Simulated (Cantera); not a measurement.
A perfectly stirred reactor is fed with N₂O : O₂ = 1 : 2.6 (molar parts), at 14000 Pa; it is held at 1523 K, and followed from long to short residence time.

Detailed kinetics in Cantera: GRI-Mech 3.0 (53 species, 325 reactions). GRI-Mech 3.0 was tuned for natural gas; its chemistry of N2O as a main component is partial and can be far from experiment. The temperature is held fixed by assumption; the heat of reaction is taken as removed at once.

x: mole fraction; the columns are a selection and need not sum to one.

| τ (s) | x N₂O | x O₂ | x NO | x NO₂ | x O |
|---|---|---|---|---|---|
| 2.3 | 0.0118 | 0.731 | 0.0479 | 7.53e-5 | 5.81e-5 |
| 0.52 | 0.0412 | 0.726 | 0.0499 | 7.02e-5 | 7.63e-5 |
| 0.12 | 0.116 | 0.724 | 0.0361 | … | 8.50e-5 |
| 0.027 | 0.211 | 0.723 | 0.0152 | … | 8.76e-5 |
| 0.0060 | 0.259 | 0.722 | 0.00416 | … | 8.75e-5 |
| 0.0014 | 0.273 | 0.722 | 0.000992 | … | 8.49e-5 |
| 0.00031 | 0.277 | 0.722 | 0.000194 | … | 7.40e-5 |

Q: Some entries are withheld; supply them.

A: 
- 0.12, x NO₂: 4.83e-5
- 0.027, x NO₂: 1.89e-5
- 0.0060, x NO₂: 4.03e-6
- 0.0014, x NO₂: 4.94e-7
- 0.00031, x NO₂: 2.79e-8
